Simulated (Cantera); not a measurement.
A closed system holds: 1 mol CH3Cl, 0.18 mol Si, held at 1325 °C and 3.00 Pa.

Cantera equilibrium calculation (NASA polynomials, part measured and part estimated; ideal gas, pure solids and liquids). Candidate condensed phases: C, C6H6, C7H8, C8H18, Si, SiC; 109 gas species. The tables' values for SiCl3, SiCl are old estimates; treat these amounts as uncertain. Equilibrium is a limit: real reactors are often held back by kinetics, nucleation or transport.

Base state: H2 0.511, HCl 0.462, SiCl2 0.0150, H 0.00695, Cl 0.00497, SiCl3 7.32e-5, SiCl 3.84e-5, Si 3.25e-5 (mole fractions); condensed: C(graphite) + SiC(s).

**Question.** What changes in the equilibrium state with this change: temperature from 1325 °C to 2850 °C?

**Answer.** 
```csv
species,before,after
H,0.00695,0.583
Cl,0.00497,0.195
C,<1e-9,0.181
H2,0.511,0.000198
HCl,0.462,9.76e-5
SiCl2,0.0150,<1e-9
Si,3.25e-5,0.0350
C2,<1e-9,0.00460
C3,<1e-9,0.00153
"C(graphite), mol",0.850,0
"SiC(s), mol",0.150,0
```
